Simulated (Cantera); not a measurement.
Source: NASA polynomial tables (part measured, part estimated), evaluated in Cantera. Values are per mole of reaction as written; species without (g) are pure solids or liquids, kept so even where they would boil at 1 bar.

### Question
Between 300 and 1075 K, where is each reaction favourable under standard conditions?
- PbF2 + H2S(g) ⇌ H2(g) + PbS + F2(g)

### Answer
- PbF2 + H2S(g) ⇌ H2(g) + PbS + F2(g): ΔG° is 567 kJ at 300 K and 493 kJ at 1075 K; it stays positive (K < 1). ΔH° is 584 kJ and ΔS° 85 J/K at 1075 K.
